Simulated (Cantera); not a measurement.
An adiabatic, constant-volume homogeneous reactor starts with H₂ : O₂ : N₂ = 1 : 0.333 : 1.25 (molar parts), at 1025 K and 225 Torr. Integrator tolerance rtol = 1e-08.

Cantera simulation using the H2/O2 subset of GRI-Mech 3.0, which has no nitrogen chemistry; the numbers are that mechanism's predictions, not measurements.

Q: What does this change do: initial temperature 1025 to 1350 K?

A: 
```tsv
quantity	before	after
time of steepest temperature rise	0.462 ms	75.8 µs
temperature at 2.00 s	2805 K	2861 K
equilibrium temperature	2805 K	2861 K
x(H₂) at 2.00 s	0.142 (gas-phase equilibrium 0.142)	0.142 (gas-phase equilibrium 0.142)
x(O₂) at 2.00 s	0.00226 (gas-phase equilibrium 0.00226)	0.00383 (gas-phase equilibrium 0.00383)
x(O) at 2.00 s	0.00308 (gas-phase equilibrium 0.00308)	0.00560 (gas-phase equilibrium 0.00560)
x(H) at 2.00 s	0.0368 (gas-phase equilibrium 0.0368)	0.0503 (gas-phase equilibrium 0.0503)
x(HO₂) at 2.00 s	1.45e-6 (gas-phase equilibrium 1.45e-6)	2.19e-6 (gas-phase equilibrium 2.19e-6)
x(H₂O) at 2.00 s	0.260 (gas-phase equilibrium 0.260)	0.243 (gas-phase equilibrium 0.243)
x(OH) at 2.00 s	0.0189 (gas-phase equilibrium 0.0189)	0.0254 (gas-phase equilibrium 0.0254)
```

Q: What does this change do: initial temperature 1025 to 1750 K?

A: 
```csv
quantity,before,after
time of steepest temperature rise,0.462 ms,21.4 µs
temperature at 2.00 s,2805 K,2918 K
equilibrium temperature,2805 K,2918 K
x(H₂) at 2.00 s,0.142 (gas-phase equilibrium 0.142),0.143 (gas-phase equilibrium 0.143)
x(O₂) at 2.00 s,0.00226 (gas-phase equilibrium 0.00226),0.00597 (gas-phase equilibrium 0.00597)
x(O) at 2.00 s,0.00308 (gas-phase equilibrium 0.00308),0.00964 (gas-phase equilibrium 0.00964)
x(H) at 2.00 s,0.0368 (gas-phase equilibrium 0.0368),0.0679 (gas-phase equilibrium 0.0679)
x(HO₂) at 2.00 s,1.45e-6 (gas-phase equilibrium 1.45e-6),3.10e-6 (gas-phase equilibrium 3.10e-6)
x(H₂O) at 2.00 s,0.260 (gas-phase equilibrium 0.260),0.222 (gas-phase equilibrium 0.222)
x(OH) at 2.00 s,0.0189 (gas-phase equilibrium 0.0189),0.0328 (gas-phase equilibrium 0.0328)
```
